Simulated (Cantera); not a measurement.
## N2O furnace oxynitridation

An isothermal, constant-pressure homogeneous reactor starts with N₂O : H₂O = 1 : 0.04 (molar parts), at 1125 K and 0.474 atm.

Detailed kinetics in Cantera: GRI-Mech 3.0 (53 species, 325 reactions). GRI-Mech 3.0 was tuned for natural gas; its chemistry of N2O as a main component is partial and can be far from experiment. The mechanism lacks the step 2 NO + O2 → 2 NO2, which can matter for NO2 below about 1400 K. The temperature is held fixed by assumption; the heat of reaction is taken as removed at once.

```csv
t (s),x N₂O,x H₂O,x HO₂,x O,x H₂O₂
5.00e-5,0.962,0.0385,1.17e-9,5.58e-7,<1e-12
0.000117,0.962,0.0385,8.59e-9,5.85e-7,<1e-12
0.000272,0.962,0.0385,5.20e-8,5.85e-7,9.91e-12
0.000633,0.961,0.0385,2.67e-7,5.85e-7,1.93e-10
0.00148,0.961,0.0385,1.08e-6,5.84e-7,4.58e-9
0.00344,0.961,0.0385,2.53e-6,5.83e-7,5.35e-8
0.00802,0.961,0.0384,2.78e-6,5.82e-7,1.08e-7
0.0187,0.960,0.0384,2.19e-6,5.79e-7,6.92e-8
0.0436,0.957,0.0384,1.69e-6,5.70e-7,4.25e-8
0.102,0.951,0.0383,1.26e-6,5.52e-7,2.71e-8
0.237,0.937,0.0381,8.50e-7,5.27e-7,1.78e-8
0.552,0.905,0.0377,5.02e-7,5.01e-7,1.40e-8
1.29,0.837,0.0368,2.63e-7,4.78e-7,1.35e-8
3.00,0.705,0.0351,1.24e-7,4.50e-7,1.32e-8
```
x: mole fraction; the columns are a selection and need not sum to one.

Equilibrium at this temperature and pressure: N₂O 5.58e-9, H₂O 0.0260, HO₂ 3.24e-9, O 3.82e-9, H₂O₂ 1.20e-10 (gas phase only).
